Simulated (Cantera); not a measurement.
A closed system holds: 1 mol CO₂, 0.077 mol H₂, 0.09 mol O₂, at 4.20 mbar.

Method: chemical equilibrium by Gibbs-energy minimisation in Cantera with the NASA 1993 tables (ideal gas, pure condensed phases). Candidate condensed phases: C, C₆H₆, C₇H₈, C₈H₁₈, H₂O; 110 gas species. The numbers say what is thermodynamically allowed, not how fast it happens.

### Question
At 975 K, list the 3 most abundant gas species with their mole fractions, and the condensed phases.

### Answer
CO₂ 0.886, H₂O 0.0682, O₂ 0.0456. Condensed: gas only.
